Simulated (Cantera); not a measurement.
Mixture: CH4 : O2 : N2 = 1 : 0.909 : 3.42 (molar parts), at 33.0 bar, adiabatic and at constant pressure. Ignition delay is the time to a rise of 400 K.

Model: GRI-Mech 3.0 (53 species, 325 reactions), integrated in Cantera. The pressure lies above the range GRI-Mech 3.0 was tuned for (to about 10 atm).

Question: What does this change do: pressure from 33.0 bar to 1.01 bar?

Answer: 
```tsv
quantity	before	after
delay at 1248 K	1.04 ms	36.1 ms
delay at 1448 K	0.141 ms	2.95 ms
delay at 1648 K	24.9 µs	0.395 ms
delay at 1848 K	5.45 µs	92.6 µs
apparent activation energy between 1748 and 1948 K	200 kJ/mol	170 kJ/mol
```

Question: What does this change do: constant volume in place of constant pressure?

Answer: 
| quantity | before | after |
|---|---|---|
| delay at 1248 K | 1.04 ms | 0.970 ms |
| delay at 1448 K | 0.141 ms | 0.128 ms |
| delay at 1648 K | 24.9 µs | 22.3 µs |
| delay at 1848 K | 5.45 µs | 4.81 µs |
| apparent activation energy between 1748 and 1948 K | 200 kJ/mol | 200 kJ/mol |

Question: What does this change do: pressure from 33.0 bar to 0.490 bar?

Answer: 
| quantity | before | after |
|---|---|---|
| delay at 1248 K | 1.04 ms | 64.4 ms |
| delay at 1448 K | 0.141 ms | 4.98 ms |
| delay at 1648 K | 24.9 µs | 0.706 ms |
| delay at 1848 K | 5.45 µs | 0.178 ms |
| apparent activation energy between 1748 and 1948 K | 200 kJ/mol | 170 kJ/mol |
